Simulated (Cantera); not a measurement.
## Equilibrium for carbothermic reduction: MgO + C + CO

A closed system holds: 1 mol MgO, 0.57 mol C, 0.3 mol CO, equilibrated at 2648 K and 100000 Pa.

Cantera equilibrium calculation (NASA polynomials, part measured and part estimated; ideal gas, pure solids and liquids). Candidate condensed phases: C, Mg, MgCO3, MgO; 15 gas species. Kinetics and transport are ignored.

The x(CO) is 0.598 and the x(Mg) comes out as 0.398. The x(CO2) comes out as 0.00351, the x(MgO) is 0.000297 and the x(O) is 1.31e-5. The x(Mg2) is 9.95e-6. The n(MgO(s)) comes out as 0.424 mol and the gas amount comes out as 1.446 mol. The log10 activity of Mg(l) (absent) comes out as -2.65 and the log10 activity of C(graphite) (absent) is -3.57.
